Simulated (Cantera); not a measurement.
A closed system holds: 1 mol n-butane, 0.77 mol CO₂, 5.9 mol H₂, held at 12.8 Torr.

Equilibrium computed with Cantera from the NASA thermochemical tables; the gas is ideal and each condensed phase is pure. Candidate condensed phases: C, C₆H₆, C₇H₈, C₈H₁₈, H₂O; 110 gas species. Equilibrium is a limit: real reactors are often held back by kinetics, nucleation or transport. All values below are at 2102 °C.

Base state: H₂ 0.782, CO 0.118, H 0.0956, C₂H₂ (acetylene) 0.00485, C₂H 3.22e-5, C₄H₂ 1.24e-5 (mole fractions); condensed: C(graphite).

### Question
What changes in the equilibrium state with this change: CO₂ from 0.77 to 0.049 mol?

### Answer
```
species            before    after
----------------  -------  -------
H₂                  0.782    0.884
H                  0.0956    0.102
CO                  0.118  0.00846
C₄H₂              1.24e-5  1.40e-5
C₂H₂ (acetylene)  0.00485  0.00549
C₂H               3.22e-5  3.43e-5
C(graphite), mol     3.10     3.82
```
